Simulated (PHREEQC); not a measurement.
A PHREEQC speciation (ion-association model, wateq4f.dat) at 25 °C gives pH 5.99 and these molalities:

```tsv
species	mol/kgw
Na+	0.381
SO4-2	0.237
FeSO4	0.103
Fe+2	0.0866
NaSO4-	0.0792
Cd(SO4)2-2	0.000527
CdSO4	0.000361
Cd+2	0.000112
FeOH+	8.60e-6
HSO4-	6.13e-6
H+	1.38e-6
FeHSO4+	1.11e-6
```

Problem. What are the element totals, and what could have been dissolved in 1 kg of water to give them?

Solution. Several could match; the one computed here: totals Cd 0.00100, Fe(2) 0.190, Na 0.460, S(6) 0.421 mol/kgw, from 0.001 mol CdSO4, 0.23 mol Na2SO4 and 0.19 mol FeSO4 per kg of water.

Precipitation was switched off in this run. The ionic strength is past about 0.7 mol/kgw, beyond the range of this activity model, so the values are rough. Species that the database lacks are ignored.
